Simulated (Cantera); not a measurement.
Input: 1 mol Ta(OEt)5, 0.93 mol O2.

These are equilibrium values from Cantera (NASA tables, ideal gas, pure condensed phases), not measurements of a reactor. Candidate condensed phases: C, C6H6, C7H8, C8H18, H2O, Ta, TaC, Ta2O5; 113 gas species. The feed counts by its element totals alone. TaC: taken at fixed stoichiometry. Condensed phases not in the tables: Ta2C. Kinetics and transport are ignored.

Problem. What condenses at these points (T in °C, P in Pa): (1250, 7900); (1025, 7900); (950, 200000); (1250, 1000000); (950, 2.5)?

Solution. 
```
T (°C)  P in Pa  condensed phases  Ta condensed (%)
------  -------  ----------------  ----------------
1250       7900           C + TaC             100.0
1025       7900           C + TaC             100.0
950      200000         C + Ta2O5             100.0
1250    1000000           C + TaC             100.0
950         2.5           C + TaC             100.0
```
